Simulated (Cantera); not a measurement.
A closed system holds: 1 mol Pb, 4 mol NH3, 150 mol N2, equilibrated at 527 °C and 13.3 mbar.

Cantera equilibrium calculation (NASA polynomials, part measured and part estimated; ideal gas, pure solids and liquids). Candidate condensed phases: Pb; 11 gas species. Kinetics and transport are ignored.

Base state: N2 0.962, H2 0.0380 (mole fractions); condensed: Pb(l).

### Question
What changes in the equilibrium state with this change: Pb replaced by Fe?

### Answer
```json
[
 {"species": "N2", "before": "0.962", "after": "0.962"},
 {"species": "H2", "before": "0.0380", "after": "0.0380"},
 {"species": "Pb(l), mol", "before": "0.999", "after": "0"},
 {"species": "Fe(α), mol", "before": "0", "after": "1.00"}
]
```
Further candidate phases: Fe.

### Question
What changes in the equilibrium state with this change: temperature from 527 °C to 1052 °C?

### Answer
```tsv
species	before	after
N2	0.962	0.956
H2	0.0380	0.0377
Pb	4.61e-6	0.00629
Pb(l), mol	0.999	0
```

### Question
What changes in the equilibrium state with this change: NH3 from 4 to 0.41 mol?

### Answer
```json
[
 {"species": "N2", "before": "0.962", "after": "0.996"},
 {"species": "H2", "before": "0.0380", "after": "0.00408"},
 {"species": "Pb(l), mol", "before": "0.999", "after": "0.999"}
]
```
